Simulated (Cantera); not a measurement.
An adiabatic, constant-volume homogeneous reactor starts with C3H8 : O2 : N2 = 1 : 2.94 : 11.1 (molar parts), equivalence ratio 1.7, at 1100 K and 0.987 atm. Integrator tolerance rtol = 1e-08.

Detailed kinetics in Cantera: GRI-Mech 3.0 (53 species, 325 reactions). GRI-Mech 3.0 was tuned for natural gas; its chemistry of propane as a main component is partial and can be far from experiment.

Question: What does this change do: initial temperature 1100 to 1125 K?

Answer: 
| quantity | before | after |
|---|---|---|
| time of steepest temperature rise | 53.6 ms | 30.1 ms |
| temperature at 9.00 s | 2748 K | 2762 K |
| equilibrium temperature | 2748 K | 2762 K |
| x(C3H8) at 9.00 s | <1e-12 (gas-phase equilibrium <1e-12) | <1e-12 (gas-phase equilibrium <1e-12) |
| x(O2) at 9.00 s | 0.000210 (gas-phase equilibrium 0.000210) | 0.000237 (gas-phase equilibrium 0.000237) |
| x(H2) at 9.00 s | 0.0875 (gas-phase equilibrium 0.0875) | 0.0873 (gas-phase equilibrium 0.0873) |
| x(NO) at 9.00 s | 0.000952 (gas-phase equilibrium 0.000952) | 0.00103 (gas-phase equilibrium 0.00103) |
| x(C2H6) at 9.00 s | <1e-12 (gas-phase equilibrium <1e-12) | <1e-12 (gas-phase equilibrium <1e-12) |
| x(HCN) at 9.00 s | 1.40e-7 (gas-phase equilibrium 1.40e-7) | 1.37e-7 (gas-phase equilibrium 1.37e-7) |
| x(CH3) at 9.00 s | 1.93e-11 (gas-phase equilibrium 2.19e-11) | 1.88e-11 (gas-phase equilibrium 2.13e-11) |

Question: What does this change do: initial temperature 1100 to 1350 K?

Answer: 
```tsv
quantity	before	after
time of steepest temperature rise	53.6 ms	0.438 ms
temperature at 9.00 s	2748 K	2872 K
equilibrium temperature	2748 K	2872 K
x(C3H8) at 9.00 s	<1e-12 (gas-phase equilibrium <1e-12)	<1e-12 (gas-phase equilibrium <1e-12)
x(O2) at 9.00 s	0.000210 (gas-phase equilibrium 0.000210)	0.000603 (gas-phase equilibrium 0.000603)
x(H2) at 9.00 s	0.0875 (gas-phase equilibrium 0.0875)	0.0858 (gas-phase equilibrium 0.0858)
x(NO) at 9.00 s	0.000952 (gas-phase equilibrium 0.000952)	0.00191 (gas-phase equilibrium 0.00191)
x(C2H6) at 9.00 s	<1e-12 (gas-phase equilibrium <1e-12)	<1e-12 (gas-phase equilibrium <1e-12)
x(HCN) at 9.00 s	1.40e-7 (gas-phase equilibrium 1.40e-7)	1.21e-7 (gas-phase equilibrium 1.21e-7)
x(CH3) at 9.00 s	1.93e-11 (gas-phase equilibrium 2.19e-11)	1.53e-11 (gas-phase equilibrium 1.76e-11)
```
